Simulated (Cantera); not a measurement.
**Hydrocarbon pyrolysis for carbon deposition**

An isothermal, constant-pressure homogeneous reactor starts with C₂H₄ : H₂ = 1 : 73 (molar parts), at 1775 K and 4.80 Torr.

Computed with Cantera and GRI-Mech 3.0 (53 species, 325 reactions). GRI-Mech 3.0 was tuned for natural gas; its chemistry of ethylene as a main component is partial and can be far from experiment. GRI-Mech 3.0 stops at C3 and has no aromatics, soot or wall deposition, so with more carbon than oxygen in the feed, carbon stays in small species such as C2H2 where larger ones or solid carbon would form. Radical loss at walls, strong at low pressure, is not modelled.

```json
[
 {"t (s)": "4.00e-6", "x C₂H₄": "0.0135", "x H₂": "0.986", "x H": "2.93e-9", "x C₂H": "<1e-12", "x CH₄": "<1e-12", "x C₂H₆": "<1e-12", "x CH₂": "<1e-12"},
 {"t (s)": "9.72e-6", "x C₂H₄": "0.0135", "x H₂": "0.986", "x H": "7.93e-9", "x C₂H": "<1e-12", "x CH₄": "<1e-12", "x C₂H₆": "5.41e-12", "x CH₂": "<1e-12"},
 {"t (s)": "2.36e-5", "x C₂H₄": "0.0135", "x H₂": "0.986", "x H": "2.23e-8", "x C₂H": "<1e-12", "x CH₄": "<1e-12", "x C₂H₆": "2.80e-11", "x CH₂": "<1e-12"},
 {"t (s)": "5.74e-5", "x C₂H₄": "0.0135", "x H₂": "0.986", "x H": "6.16e-8", "x C₂H": "<1e-12", "x CH₄": "1.37e-12", "x C₂H₆": "1.24e-10", "x CH₂": "<1e-12"},
 {"t (s)": "0.000139", "x C₂H₄": "0.0135", "x H₂": "0.986", "x H": "1.60e-7", "x C₂H": "<1e-12", "x CH₄": "2.62e-11", "x C₂H₆": "4.22e-10", "x CH₂": "1.52e-12"},
 {"t (s)": "0.000339", "x C₂H₄": "0.0134", "x H₂": "0.986", "x H": "3.99e-7", "x C₂H": "<1e-12", "x CH₄": "3.25e-10", "x C₂H₆": "1.06e-9", "x CH₂": "6.20e-12"},
 {"t (s)": "0.000823", "x C₂H₄": "0.0132", "x H₂": "0.986", "x H": "9.78e-7", "x C₂H": "2.40e-12", "x CH₄": "2.41e-9", "x C₂H₆": "2.04e-9", "x CH₂": "1.92e-11"},
 {"t (s)": "0.00200", "x C₂H₄": "0.0128", "x H₂": "0.986", "x H": "2.37e-6", "x C₂H": "1.39e-11", "x CH₄": "1.15e-8", "x C₂H₆": "2.81e-9", "x CH₂": "4.95e-11"},
 {"t (s)": "0.00486", "x C₂H₄": "0.0118", "x H₂": "0.987", "x H": "5.68e-6", "x C₂H": "7.78e-11", "x CH₄": "3.98e-8", "x C₂H₆": "2.94e-9", "x CH₂": "1.13e-10"},
 {"t (s)": "0.0118", "x C₂H₄": "0.00962", "x H₂": "0.987", "x H": "1.32e-5", "x C₂H": "4.04e-10", "x CH₄": "1.18e-7", "x C₂H₆": "2.74e-9", "x CH₂": "2.18e-10"},
 {"t (s)": "0.0287", "x C₂H₄": "0.00577", "x H₂": "0.987", "x H": "2.88e-5", "x C₂H": "1.75e-9", "x CH₄": "3.18e-7", "x C₂H₆": "2.05e-9", "x CH₂": "2.86e-10"},
 {"t (s)": "0.0697", "x C₂H₄": "0.00151", "x H₂": "0.987", "x H": "5.71e-5", "x C₂H": "5.39e-9", "x CH₄": "6.43e-7", "x C₂H₆": "7.23e-10", "x CH₂": "1.49e-10"},
 {"t (s)": "0.169", "x C₂H₄": "4.18e-5", "x H₂": "0.987", "x H": "0.000114", "x C₂H": "1.21e-8", "x CH₄": "8.04e-7", "x C₂H₆": "2.98e-11", "x CH₂": "8.65e-12"},
 {"t (s)": "0.412", "x C₂H₄": "5.17e-6", "x H₂": "0.986", "x H": "0.000252", "x C₂H": "2.67e-8", "x CH₄": "8.20e-7", "x C₂H₆": "6.00e-12", "x CH₂": "3.58e-12"},
 {"t (s)": "1.00", "x C₂H₄": "3.95e-6", "x H₂": "0.986", "x H": "0.000580", "x C₂H": "6.16e-8", "x CH₄": "8.70e-7", "x C₂H₆": "7.65e-12", "x CH₂": "1.08e-11"}
]
```
x: mole fraction; the columns are a selection and need not sum to one.

Equilibrium at this temperature and pressure: C₂H₄ 2.31e-6, H₂ 0.983, H 0.00361, C₂H 3.83e-7, CH₄ 5.01e-5, C₂H₆ 2.15e-11, CH₂ 1.51e-8 (gas phase only).
